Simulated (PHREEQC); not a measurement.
Consider water at 25 °C with 1 mmol/kgw LiCl, 0.0082 mmol/kgw PbCl2, 110 mmol/kgw KBr and 4.3 mmol/kgw KCl. Closed to the air; pH follows from the charge balance.

The numbers come from PHREEQC with the ion-association model, phreeqc.dat.

| quantity | before | after |
|---|---|---|
| pH | 6.77 | 6.77 |
| PbBr+ (mol/kgw) | 5.34e-6 | 5.45e-6 |
| Pb+2 (mol/kgw) | 2.40e-6 | 2.43e-6 |
| PbCl+ (mol/kgw) | 1.78e-7 | 3.47e-8 |
| PbBr2 (mol/kgw) | 1.53e-7 | 1.58e-7 |
| PbOH+ (mol/kgw) | 1.27e-7 | 1.29e-7 |
| SI of Pb(OH)2 (Pb(OH)2) | -0.68 | -0.67 |
| SI of Sylvite (KCl) | -4.36 | -5.09 |

Name the change that produced these shifts.
A. LiCl left out
B. KBr from 0.11 to 0.055 mol/kgw
C. diluted 2-fold with water
D. KCl left out
E. diluted 5-fold with water

D, KCl left out

This is a speciation only: nothing precipitates in the calculation.
